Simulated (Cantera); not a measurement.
Charge: 1 mol AlBr3, 58 mol N2, 2.9 mol H2, at 1873 K and 75.0 Torr.

Cantera equilibrium calculation (NASA polynomials, part measured and part estimated; ideal gas, pure solids and liquids). Candidate condensed phases: Al, AlBr3, AlN, Br2; 19 gas species. Kinetics and transport are ignored.

Base state: N2 0.921, H2 0.0361, HBr 0.0196, AlBr 0.0132, Br 0.00683, AlBr3 0.00266, H 0.000388 (mole fractions); condensed: gas only.

Question: What changes in the equilibrium state with this change: H2 from 2.9 to 270 mol?

Answer: 
| species | before | after |
|---|---|---|
| H2 | 0.0361 | 0.813 |
| N2 | 0.921 | 0.176 |
| HBr | 0.0196 | 0.00567 |
| AlBr | 0.0132 | 0.00299 |
| AlBr3 | 0.00266 | 2.23e-6 |
| Br | 0.00683 | 0.000415 |
| H | 0.000388 | 0.00184 |
| Al | 7.92e-6 | 2.95e-5 |

Question: What changes in the equilibrium state with this change: H2 from 2.9 to 55 mol?

Answer: 
```csv
species,before,after
N2,0.921,0.504
H2,0.0361,0.469
HBr,0.0196,0.0157
Br,0.00683,0.00152
AlBr,0.0132,0.00857
AlBr3,0.00266,8.51e-5
H,0.000388,0.00140
Al,7.92e-6,2.32e-5
```

Question: What changes in the equilibrium state with this change: temperature from 1873 K to 700 K?

Answer: 
```tsv
species	before	after
N2	0.921	0.932
H2	0.0361	0.0327
HBr	0.0196	0.0282
AlBr	0.0132	<1e-9
AlBr3	0.00266	0.00665
Br	0.00683	<1e-9
H	0.000388	<1e-9
Al2Br6	<1e-9	4.47e-5
AlN(s), mol	0	0.583
```
